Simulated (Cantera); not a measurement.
**Ignition delay**

Mixture: 5.56 % CH4, 19.9 % O2, 74.6 % N2, equivalence ratio 0.56, at 7.00 bar, adiabatic and at constant volume. Ignition delay is the time to a rise of 400 K.

Cantera simulation using GRI-Mech 3.0 (53 species, 325 reactions); the numbers are that mechanism's predictions, not measurements.

| T0 (K) | delay (ms) |
|---|---|
| 1123 | 14.4 |
| 1198 | 5.28 |
| 1273 | 2.10 |
| 1348 | 0.897 |
| 1423 | 0.408 |
| 1498 | 0.197 |
| 1573 | 0.101 |
| 1648 | 0.0547 |
| 1723 | 0.0315 |
| 1798 | 0.0190 |

| Quantity | Result |
|---|---|
| apparent activation energy between 1648 and 1798 K | 170 kJ/mol |
